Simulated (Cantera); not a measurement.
An isothermal, constant-pressure homogeneous reactor starts with 22.8 % CH4, 72.9 % H2O, 4.33 % H2, at 1775 K and 0.740 bar.

Detailed kinetics in Cantera: GRI-Mech 3.0 (53 species, 325 reactions).

x: mole fraction; the columns are a selection and need not sum to one.

```csv
t (s),x CH4,x H2O,x H2,x C2H4,x CH2
2.00e-6,0.228,0.729,0.0433,8.88e-9,(withheld)
1.10e-5,0.227,0.729,0.0435,2.09e-6,(withheld)
6.02e-5,0.225,0.728,0.0449,0.000252,(withheld)
0.000330,0.202,0.718,0.0664,0.00573,(withheld)
0.00181,0.126,0.666,0.163,0.00342,(withheld)
0.00994,0.0467,0.592,0.280,0.000723,(withheld)
0.0545,0.0207,0.483,0.384,0.000403,(withheld)
0.299,0.00890,0.360,0.486,9.32e-5,(withheld)
1.64,0.000348,0.323,0.521,1.56e-7,(withheld)
9.00,7.12e-9,0.322,0.521,<1e-12,<1e-12
```

Q: Some entries are withheld; supply them.

A: 
- 2.00e-6, x CH2: 1.60e-9
- 1.10e-5, x CH2: 4.01e-8
- 6.02e-5, x CH2: 5.86e-7
- 0.000330, x CH2: 1.67e-6
- 0.00181, x CH2: 1.09e-6
- 0.00994, x CH2: 6.22e-7
- 0.0545, x CH2: 2.82e-7
- 0.299, x CH2: 6.44e-8
- 1.64, x CH2: 1.66e-9
